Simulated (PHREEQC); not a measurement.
# Leach liquor: speciation

Solution (25 °C): 0.067 mol/kgw H2SO4, 4.1e-05 mol/kgw FeSO4 and 0.06 mol/kgw Na2SO4. Closed to the air; pH follows from the charge balance.

Equilibrium calculation in PHREEQC: Pitzer model, pitzer.dat.

This is a speciation only: nothing precipitates in the calculation.

Q: Estimate the pH, density.

A: pH 1.34; density 1.008 g/cm³.

Q: In which forms is S present?

A: HSO4- 54 %, SO4-2 46 % of the S.
